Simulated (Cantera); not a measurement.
Input: 1 mol SiC, 0.013 mol N₂O, 170 mol H₂, held at 1875 K and 0.00450 Torr.

Method: chemical equilibrium by Gibbs-energy minimisation in Cantera with the NASA 1993 tables (ideal gas, pure condensed phases). Candidate condensed phases: C, C₆H₆, C₇H₈, C₈H₁₈, H₂O, Si, SiC, SiO₂, Si₂N₂O, Si₃N₄; 151 gas species. Kinetics and transport are ignored.

Base state: H₂ 0.761, H 0.233, Si 0.00503, C₂H₂ (acetylene) 0.000241, SiC₂ 0.000111, CO 6.71e-5, HCN 4.90e-5, N₂ 4.14e-5 (mole fractions); condensed: C(graphite).

**Question.** What changes in the equilibrium state with this change: SiC replaced by Si?

**Answer.** 
| species | before | after |
|---|---|---|
| H₂ | 0.761 | 0.761 |
| H | 0.233 | 0.233 |
| Si | 0.00503 | 0.00509 |
| C₂H₂ (acetylene) | 0.000241 | 0 |
| SiC₂ | 0.000111 | 0 |
| CO | 6.71e-5 | 0 |
| HCN | 4.90e-5 | 0 |
| C(graphite), mol | 0.838 | 0 |
